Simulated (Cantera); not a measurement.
Feed: 1 mol BN, a varied amount of HF, 2.8 mol H2, equilibrated at 800 K and 24.0 mbar.

Cantera equilibrium calculation (NASA polynomials, part measured and part estimated; ideal gas, pure solids and liquids). Candidate condensed phases: B, BN; 31 gas species. The numbers say what is thermodynamically allowed, not how fast it happens.

x: gas mole fraction; nothing condenses.

```
n(HF) (mol)   x HF        x H2       x BF3        x N2       x NH3      x H2F2
-----------  -----  ----------  ----------  ----------  ----------  ----------
5.5          0.301       0.518       0.120      0.0602     6.57e-6     2.07e-7
7.1          0.414       0.434       0.101      0.0505     4.62e-6     3.92e-7
9.3          0.521       0.355      0.0826      0.0413     3.09e-6     6.20e-7
12           0.608       0.291      0.0676      0.0338     2.07e-6     8.46e-7
16           0.691       0.229      0.0532      0.0266     1.28e-6     1.09e-6
20           0.746  (withheld)  (withheld)  (withheld)  (withheld)  (withheld)
26           0.799       0.149      0.0347      0.0174     5.45e-7     1.46e-6
34           0.842  (withheld)  (withheld)  (withheld)  (withheld)  (withheld)
45           0.879      0.0900      0.0209      0.0105     1.98e-7     1.77e-6
```

**Question.** Some entries are withheld; supply them.

**Answer.** 
- 34, x H2: 0.117
- 34, x BF3: 0.0272
- 34, x N2: 0.0136
- 34, x NH3: 3.34e-7
- 34, x H2F2: 1.62e-6
- 20, x H2: 0.189
- 20, x BF3: 0.0439
- 20, x N2: 0.0219
- 20, x NH3: 8.70e-7
- 20, x H2F2: 1.27e-6
